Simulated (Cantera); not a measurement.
An isothermal, constant-pressure homogeneous reactor starts with NH₃ : N₂ = 1 : 3.9 (molar parts), at 2248 K and 3500 Pa.

Detailed kinetics in Cantera: the gas-phase N/H chemistry of the illustrative SiF4/NH3 mechanism in the Surface Chemkin manual (1991). Walls and surfaces, which speed up NH3 decomposition in real reactors, are not modelled.

x: mole fraction; the columns are a selection and need not sum to one.

```csv
t (s),x NH₃,x H₂,x N,x NH,x N₂,x N₂H₂
8.00e-6,0.204,3.83e-6,<1e-12,5.61e-10,0.796,1.73e-11
2.67e-5,0.204,1.89e-5,5.11e-12,1.07e-8,0.796,5.21e-10
8.88e-5,0.204,7.08e-5,2.64e-10,1.64e-7,0.796,8.93e-9
0.000296,0.204,0.000250,…,2.35e-6,0.796,1.41e-7
0.000987,0.202,0.00116,…,1.57e-5,0.795,1.80e-6
0.00329,0.196,0.00826,…,3.62e-5,0.794,5.02e-6
0.0110,0.175,0.0344,…,4.78e-5,0.789,4.27e-6
0.0365,0.122,0.101,…,5.14e-5,0.776,2.64e-6
0.122,0.0420,0.201,…,3.69e-5,0.756,7.28e-7
0.405,0.00175,0.251,…,1.14e-5,0.745,2.08e-8
1.35,1.00e-6,0.246,…,2.14e-7,0.741,<1e-12
4.50,5.94e-8,0.242,…,2.80e-8,0.739,<1e-12
15.0,5.00e-8,0.242,9.99e-8,2.37e-8,0.739,<1e-12
50.0,5.00e-8,0.242,9.99e-8,2.37e-8,0.739,<1e-12
```

Task: Fill in the missing entries.

Result: 
- 0.000296, x N: 1.02e-8
- 0.000987, x N: 1.19e-7
- 0.00329, x N: 8.35e-7
- 0.0110, x N: 2.91e-6
- 0.0365, x N: 5.61e-6
- 0.122, x N: 6.53e-6
- 0.405, x N: 5.67e-6
- 1.35, x N: 6.09e-7
- 4.50, x N: 1.18e-7
